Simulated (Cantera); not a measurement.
A freely propagating, adiabatic, planar premixed flame of 5.31 % CH4, 2.33 % C2H6, 18.8 % O2, 73.2 % N2, 0.340 % H2O, equivalence ratio 1.0, unburnt at 325 K and 650000 Pa; mixture-averaged transport, grid criteria slope 0.08 and curve 0.16, no radiation.

Cantera simulation using GRI-Mech 3.0 (53 species, 325 reactions); the numbers are that mechanism's predictions, not measurements. Burning velocities carry a grid error of a few per cent, more on coarse grids.

Task: Predict: laminar burning velocity; thermal thickness; peak x(H); peak x(C2H2).

Result: 
```json
{
 "laminar_burning_velocity": "22.2 cm/s",
 "thermal_thickness": "0.113 mm",
 "peak x(H)": "0.00194",
 "peak x(C2H2)": "0.000484"
}
```
